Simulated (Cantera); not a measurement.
A Cantera script and what it prints.

```python
import numpy as np
import cantera as ct

gas_names = """
    H HO2 H2 H2O H2O2 O OH O2 O3 Si SiH SiH2 SiH3 SiH4 SiO SiO2 Si2 Si3
""".split()
cond_names = """
    H2O(s) H2O(L) Si(cr) Si(L) SiO2(Lqz) SiO2(hqz) SiO2(L)
""".split()


# ... load() reads the species with a 1 bar reference pressure and builds the phases ...
atoms = {
    'SiO2': {'Si': 1, 'O': 2},
    'H2': {'H': 2},
    'H2O': {'H': 2, 'O': 1},
}
top_T = {}  # K; cautious upper limits of use, not melting points


# ... equilibrate(T, P, feed) seeds the gas with the atoms and calls Mixture.equilibrate('TP', solver="vcs", rtol=1e-11, max_steps=5000) ...
results = []
feed = {'SiO2': 1, 'H2': 190, 'H2O': 9.2}  # mol
P = 170000  # Pa
for T in [773, 873, 973, 1073, 1173, 1273, 1373, 1473, 1573, 1673, 1773]:
    mix = equilibrate(T, P, feed)
    results.append((T, P, feed, dict(zip(mix.species_names, mix.species_moles))))

top = {s: max(r[3][s] / sum(r[3][g] for g in gas_names) for r in results) for s in gas_names}
cols = sorted((s for s in top if top[s] > 1e-05), key=lambda s: -top[s])[:7]
seen = [c for c in cond_names if any(r[3].get(c, 0) > 1e-12 for r in results)]
print("log10 of partial pressures in bar; condensed amounts in mol")
print(f"{'T/K':>10s}" + "".join(f"{s[:9]:>10s}" for s in cols + seen))
for T, P, feed, n in results:
    ng = sum(n[g] for g in gas_names)
    print(f"{T:10.4g}" + "".join(f"{np.log10(max(n[s] / ng * P / 1e5, 1e-99)):10.3f}" for s in cols)
          + "".join(f"{n.get(c, 0):10.4g}" for c in seen))
```

It prints:

```
log10 of partial pressures in bar; condensed amounts in mol
       T/K        H2       H2O         H       SiO SiO2(Lqz) SiO2(hqz)   SiO2(L)
       773     0.210    -1.105   -11.937   -25.496         1         0         0
       873     0.210    -1.105   -10.225   -21.186         0         1         0
       973     0.210    -1.105    -8.861   -17.780         0         1         0
      1073     0.210    -1.105    -7.749   -15.021         0         1         0
      1173     0.210    -1.105    -6.824   -12.741         0         1         0
      1273     0.210    -1.105    -6.042   -10.827         0         1         0
      1373     0.210    -1.105    -5.373    -9.198         0         1         0
      1473     0.210    -1.105    -4.793    -7.797         0         1         0
      1573     0.210    -1.105    -4.286    -6.578         0         1         0
      1673     0.210    -1.105    -3.839    -5.510         0    0.9996         0
      1773     0.210    -1.105    -3.441    -4.577         0         0    0.9969
```

Method: chemical equilibrium by Gibbs-energy minimisation in Cantera with the NASA 1993 tables (ideal gas, pure condensed phases). The tables hold silica as quartz up to 1696 K and as liquid above; real silica turns to tridymite and cristobalite and melts near 1996 K. Gases not in the tables: Si(OH)4.
